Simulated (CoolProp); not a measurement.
Saturation properties of nitrogen (Tc = 126.2 K, pc = 3.396 MPa, ω = 0.037).

Computed with CoolProp (reference Helmholtz-energy equation of state, Span 2000).

```tsv
T (K)	p (MPa)	vapour density (kg/m³)	surface tension (mN/m)	liquid conductivity (mW/(m K))
93.2	0.4695	19.43	5.45	113
97.6	0.6564	26.96	4.56	105
101.9	0.8857	36.45	3.72	96.4
106.3	1.175	49.02	2.90	87.7
110.6	1.517	65.10	2.14	79.3
115	1.937	87.29	1.42	70.6
119.4	2.436	119.4	0.760	62.1
123.7	3.012	174.2	0.218	55.5
```

It boils at 77.4 K under 1 atm.

Thermal conductivity comes from a separate model (Lemmon 2004). Surface tension comes from a separate correlation (Mulero 2012).
